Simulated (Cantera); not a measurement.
A perfectly stirred reactor is fed with CH4 : N2 = 1 : 59 (molar parts), at 0.0247 atm; it is held at 1475 K, and followed from long to short residence time.

Computed with Cantera and GRI-Mech 3.0 (53 species, 325 reactions). GRI-Mech 3.0 stops at C3 and has no aromatics, soot or wall deposition, so with more carbon than oxygen in the feed, carbon stays in small species such as C2H2 where larger ones or solid carbon would form. Radical loss at walls, strong at low pressure, is not modelled.

x: mole fraction; the columns are a selection and need not sum to one.

| τ (s) | x CH4 | x C2H4 | x H2 | x H | x CH3 |
|---|---|---|---|---|---|
| 24 | 0.00704 | 6.53e-5 | 0.0141 | 4.80e-6 | 4.73e-5 |
| 5.9 | … | … | … | … | … |
| 1.5 | 0.0147 | 0.000268 | 0.00255 | 9.45e-7 | 8.65e-5 |
| 0.36 | 0.0165 | … | … | … | … |
| 0.090 | 0.0166 | 1.28e-6 | 1.01e-5 | 1.51e-8 | 1.40e-5 |
| 0.023 | 0.0167 | 2.35e-8 | 1.88e-6 | 1.09e-8 | 3.67e-6 |
| 0.0056 | 0.0167 | 3.39e-10 | 4.40e-7 | 1.04e-8 | 8.88e-7 |
| 0.0014 | 0.0167 | 4.86e-12 | 1.03e-7 | 9.72e-9 | 2.15e-7 |
| 0.00035 | 0.0167 | <1e-12 | 2.04e-8 | 7.71e-9 | 4.85e-8 |

Task: Some entries are withheld; supply them.

Result: 
- 5.9, x CH4: 0.0112
- 5.9, x C2H4: 0.000184
- 5.9, x H2: 0.00774
- 5.9, x H: 2.65e-6
- 5.9, x CH3: 7.24e-5
- 0.36, x C2H4: 4.94e-5
- 0.36, x H2: 0.000185
- 0.36, x H: 9.00e-8
- 0.36, x CH3: 4.92e-5
